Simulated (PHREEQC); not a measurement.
Dissolve 0.012 mol HF, 0.00013 mol (CH3)4NF and 0.0096 mol (NH4)2SiF6 per kg of water at 20 °C. Closed to the air; pH follows from the charge balance.

Equilibrium calculation in PHREEQC: ion-association model, wateq4f.dat.

This is a speciation only: nothing precipitates in the calculation.

Problem. Order these F species by the share of F that they hold, largest first: HF, H2F2, SiF6-2, HF2-, F-.

Solution. SiF6-2 (83 %), HF (12 %), F- (4.2 %), H2F2 (0.66 %), HF2- (0.27 %)

The pH is 2.60 and the ionic strength 0.0318 mol/kgw. Species that the database lacks are ignored. (CH3)4N+ isn't in the database: it is added as a free cation with an ion size of 4 Å. SiF6-2 is the database's only silicon fluoride.
